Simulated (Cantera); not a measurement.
## Dilute partial oxidation

An isothermal, constant-pressure homogeneous reactor starts with 2.79 % CH₂O, 0.962 % O₂, 96.2 % N₂, equivalence ratio 2.9, at 1275 K and 520000 Pa.

Detailed kinetics in Cantera: GRI-Mech 3.0 (53 species, 325 reactions).

```
t (s)       x CH₂O      x O₂     x CH₂     x NO     x H₂     x NO₂     x CH₃
--------  --------  --------  --------  -------  -------  --------  --------
1.00e-6     0.0279   0.00962    <1e-12   <1e-12  2.25e-7    <1e-12    <1e-12
2.90e-6     0.0279   0.00962    <1e-12   <1e-12  9.96e-7    <1e-12    <1e-12
8.42e-6     0.0279   0.00962    <1e-12   <1e-12  5.15e-6    <1e-12    <1e-12
2.44e-5     0.0278   0.00959  2.11e-12   <1e-12  5.05e-5    <1e-12  2.67e-11
7.09e-5     0.0243   0.00851  8.51e-10   <1e-12  0.00212    <1e-12   6.04e-9
0.000206   1.35e-5   0.00368  7.76e-10  1.65e-9   0.0164  1.27e-12   2.95e-8
0.000597   1.07e-8   5.04e-6  5.79e-11  2.52e-7   0.0117    <1e-12   8.96e-9
0.00173    3.12e-9   1.70e-7  1.51e-11  2.43e-7   0.0124    <1e-12   7.26e-9
0.00503    1.47e-9   1.28e-8  3.18e-12  2.09e-7   0.0128    <1e-12   4.90e-9
0.0146    9.79e-10   1.23e-9    <1e-12  1.48e-7   0.0131    <1e-12   2.48e-9
0.0423    8.23e-10  1.28e-10    <1e-12  8.78e-8   0.0133    <1e-12  9.93e-10
0.123     7.74e-10  1.32e-11    <1e-12  4.75e-8   0.0136    <1e-12  3.60e-10
0.356     7.61e-10  1.31e-12    <1e-12  2.45e-8   0.0138    <1e-12  1.27e-10
1.03      7.58e-10    <1e-12    <1e-12  1.20e-8   0.0140    <1e-12  4.65e-11
3.00      7.60e-10    <1e-12    <1e-12  5.00e-9   0.0142    <1e-12  2.19e-11
```
x: mole fraction; the columns are a selection and need not sum to one.

Equilibrium at this temperature and pressure: CH₂O 7.88e-10, O₂ <1e-12, CH₂ <1e-12, NO 1.32e-11, H₂ 0.0164, NO₂ <1e-12, CH₃ 1.10e-12 (gas phase only).
